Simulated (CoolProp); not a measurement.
Values from CoolProp's reference Helmholtz-energy equation of state, Thol 2019.

Q: For n-hexane, give the phase and the density (kg/m³), isothermal compressibility (1/MPa) at 503.6 K and 11.8 MPa; 537.5 K and 11.8 MPa; 588.4 K and 11.8 MPa.

A: 
- 503.6 K and 11.8 MPa: liquid; density 470, isothermal compressibility 0.0115
- 537.5 K and 11.8 MPa: supercritical; density 427, isothermal compressibility 0.0186
- 588.4 K and 11.8 MPa: supercritical; density 355, isothermal compressibility 0.0377
